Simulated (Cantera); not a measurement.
Feed: 1 mol SiHCl3, 0.054 mol HCl, 510 mol H2, held at 2498 K and 13.3 mbar.

Cantera equilibrium calculation (NASA polynomials, part measured and part estimated; ideal gas, pure solids and liquids). Candidate condensed phases: Si; 19 gas species. The numbers say what is thermodynamically allowed, not how fast it happens.

Base state: H2 0.800, H 0.193, HCl 0.00459, Si 0.00170, Cl 0.000783, SiH 4.67e-5 (mole fractions); condensed: gas only.

What changes in the equilibrium state with this change: pressure from 13.3 mbar to 4.80 mbar?


```tsv
species	before	after
H2	0.800	0.694
H	0.193	0.300
HCl	0.00459	0.00387
Si	0.00170	0.00163
SiH	4.67e-5	2.49e-5
Cl	0.000783	0.00118
```

What changes in the equilibrium state with this change: SiHCl3 replaced by (CH3)2SiCl2?


```
species             before     after
----------------  --------  --------
H2                   0.800     0.800
H                    0.193     0.193
HCl                0.00459   0.00307
C2H2 (acetylene)         0   0.00163
Cl                0.000783  0.000524
Si                 0.00170   0.00162
SiC2                     0   7.93e-5
C2H                      0   2.81e-5
SiH                4.67e-5   4.43e-5
```
The feed counts by its element totals alone. Further candidate phases: C, C6H6, C7H8, C8H18, SiC.
